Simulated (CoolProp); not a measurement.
Properties of R507A along the isotherm -13.45 °C.

Computed with CoolProp (reference Helmholtz-energy equation of state, Lemmon 2003). It is a pseudo-pure fit of the blend.

| p (MPa) | phase | expansivity (1/kK) | fugacity coefficient |
|---|---|---|---|
| 0.117 | gas | 4.339 | 0.9688 |
| 0.198 | gas | 4.726 | 0.9474 |
| 0.563 | liquid | 3.008 | 0.6377 |
| 0.95 | liquid | 2.974 | 0.3835 |
| 1.6 | liquid | 2.920 | 0.2334 |
| 2.71 | liquid | 2.834 | 0.1437 |
| 4.57 | liquid | 2.707 | 0.09135 |
| 7.71 | liquid | 2.529 | 0.06084 |
| 13 | liquid | 2.299 | 0.04381 |
| 22 | liquid | 2.025 | 0.03579 |
| 37 | liquid | 1.734 | 0.03603 |
